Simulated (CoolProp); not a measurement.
Isohexane along the isotherm 550 K: Z from the reference equation and from simpler models built on Tc = 497.7 K, pc = 3.043 MPa, ω = 0.280; each cubic takes its own stable root.

Computed with CoolProp (reference Helmholtz-energy equation of state, Lemmon 2006). It is a short technical equation, of lower accuracy than the large ones.

```csv
p (MPa),phase,reference
0.475,gas,0.9610
0.951,gas,0.9198
1.43,gas,0.8760
1.9,gas,0.8305
2.38,gas,0.7811
2.85,gas,0.7295
3.33,supercritical,0.6735
3.8,supercritical,0.6159
4.28,supercritical,0.5552
4.75,supercritical,0.4977
5.23,supercritical,0.4495
5.7,supercritical,0.4218
6.18,supercritical,0.4117
6.66,supercritical,0.4125
7.13,supercritical,0.4191
7.61,supercritical,0.4292
```

**Question.** How far does each simpler model (van der Waals, Redlich-Kwong, Soave-Redlich-Kwong, Peng-Robinson) lie from the reference over these 16 states: mean and median of the absolute difference, and the worst?

**Answer.** 
- van der Waals: mean 7.2 %, median 4.5 %, worst +22.1 % at 550 K and 7.61 MPa
- Redlich-Kwong: mean 3.3 %, median 2.3 %, worst +8.9 % at 550 K and 7.61 MPa
- Soave-Redlich-Kwong: mean 8.1 %, median 5.4 %, worst +17.9 % at 550 K and 6.66 MPa
- Peng-Robinson: mean 4.0 %, median 1.5 %, worst +9.6 % at 550 K and 6.18 MPa
